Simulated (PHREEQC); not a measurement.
Consider water at 25 °C with 0.0032 mol/kgw NH3. Closed to the air; pH follows from the charge balance.

The numbers come from PHREEQC with the ion-association model, phreeqc.dat.

```
quantity                    before     after
------------------------  --------  --------
pH                           10.36      9.74
ionic strength (mol/kgw)  0.000234  0.000797
NH3 (mol/kgw)              0.00297   0.00240
NH4+ (mol/kgw)            0.000234  0.000797
```

Task: Which change was made?
(A) temperature from 25 to 90 °C
(B) NH3 replaced by NH4Cl at the same molality
(C) 4.3e-05 mol/kgw LiF added
(D) 0.00074 mol/kgw HCl added

Result: D, 0.00074 mol/kgw HCl added

No solid was allowed to form.
